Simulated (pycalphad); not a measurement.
All values are pycalphad results on the COST 507 light-alloy database (1999) (1 atm), not direct measurements. No gas phase is included, though pure Mg would boil below 1650 K. The database dates from 1999; later assessments differ in places, in temperatures and in the compounds included. Kinetics are ignored, which matters at the lower temperatures.

Problem. How does the equilibrium phase assembly of Al-2.36Si-0.59Mg (at.%) change on cooling from 1650 K to 370 K?

Solution. 
| T (K) | phases above | phases below |
|---|---|---|
| 916.4 | LIQUID | FCC_A1 + LIQUID |
| 840.0 | FCC_A1 + LIQUID | DIAMOND_A4 + FCC_A1 + LIQUID |
| 833.9 | DIAMOND_A4 + FCC_A1 + LIQUID | DIAMOND_A4 + FCC_A1 |
| 810.0 | DIAMOND_A4 + FCC_A1 | DIAMOND_A4 + FCC_A1 + MG2SI |
Changes were sought between steps of 40 K, so a narrower field can be missed.

Database names, with the compositions (at.%) that they take in these runs: MG2SI: Mg 67 Si 33. FCC_A1 is fcc; DIAMOND_A4 is diamond (Si).
